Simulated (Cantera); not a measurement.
Cantera run, input and output.

```python
import numpy as np
import cantera as ct

gas = ct.Solution("gri30.yaml")
gas.TPX = 525, 57000, {'CH4': 1, 'O2': 2.6, 'N2': 9.77}
flame = ct.FreeFlame(gas, width=0.059)
flame.set_refine_criteria(ratio=3, slope=0.08, curve=0.16)
flame.transport_model = "mixture-averaged"
flame.solve(loglevel=0, auto=True)
z, T = flame.grid, flame.T
thick = (T[-1] - T[0]) / np.gradient(T, z).max()
show = ['CH4', 'O2', 'NO', 'C2H4', 'H2O2', 'C2H']
print(f"laminar burning velocity  {flame.velocity[0] * 100:.3f} cm/s")
print(f"burnt temperature         {T[-1]:.1f} K")
print(f"thermal thickness         {thick * 1e3:.4f} mm")
print(f"grid points               {len(z)}")
z0 = z[flame.heat_release_rate.argmax()]
print(f"{'z/mm':>9s}{'T/K':>9s}{'u/(m/s)':>9s}" + "".join(f"{s:>11s}" for s in show))
rows = []
for k in (-3, -2, -1.5, -1, -0.5, -0.25, 0, 0.25, 0.5, 1, 2, 4, 8):
    zz = z0 + k * thick
    rows.append([k * thick, np.interp(zz, z, T), np.interp(zz, z, flame.velocity),
                 *(np.interp(zz, z, flame.X[gas.species_index(s)]) for s in show)])
    print(f"{rows[-1][0] * 1e3:9.3f}{rows[-1][1]:9.1f}{rows[-1][2]:9.3f}" + "".join(f"{x:11.3e}" for x in rows[-1][3:]))
```

Output:

```
laminar burning velocity  91.604 cm/s
burnt temperature         2107.4 K
thermal thickness         0.6380 mm
grid points               137
     z/mm      T/K  u/(m/s)        CH4         O2         NO       C2H4       H2O2        C2H
   -1.914    525.1    0.917  7.474e-02  1.944e-01  6.212e-11  5.238e-09  9.649e-09  1.216e-26
   -1.276    526.5    0.920  7.456e-02  1.941e-01  7.754e-10  8.598e-08  1.174e-07  1.776e-23
   -0.957    532.0    0.931  7.410e-02  1.935e-01  4.014e-09  5.459e-07  5.706e-07  2.264e-21
   -0.638    574.2    1.008  7.133e-02  1.903e-01  3.827e-08  6.683e-06  3.745e-06  4.150e-18
   -0.319    881.6    1.564  5.299e-02  1.659e-01  4.918e-07  9.229e-05  1.084e-05  6.167e-13
   -0.160   1237.5    2.213  3.038e-02  1.322e-01  1.246e-06  2.085e-04  8.578e-06  3.538e-10
    0.000   1587.4    2.855  7.883e-03  9.112e-02  2.618e-06  1.347e-04  1.292e-06  2.071e-08
    0.160   1733.8    3.117  6.745e-04  6.704e-02  4.340e-06  7.692e-06  3.964e-07  1.230e-08
    0.319   1778.4    3.187  3.267e-05  5.859e-02  5.678e-06  1.316e-07  3.348e-07  5.018e-10
    0.638   1831.8    3.264  8.931e-08  5.347e-02  7.658e-06  6.392e-11  2.776e-07  4.748e-13
    1.276   1899.1    3.367  1.198e-11  5.047e-02  1.078e-05  1.533e-15  2.042e-07  1.919e-17
    2.552   1972.4    3.482  6.034e-18  4.837e-02  1.572e-05  4.982e-23  1.397e-07  2.485e-24
    5.104   2035.6    3.579  3.098e-19  4.669e-02  2.333e-05  3.161e-29  9.515e-08  1.763e-26
```

Model: GRI-Mech 3.0 (53 species, 325 reactions), integrated in Cantera. Burning velocities carry a grid error of a few per cent, more on coarse grids.
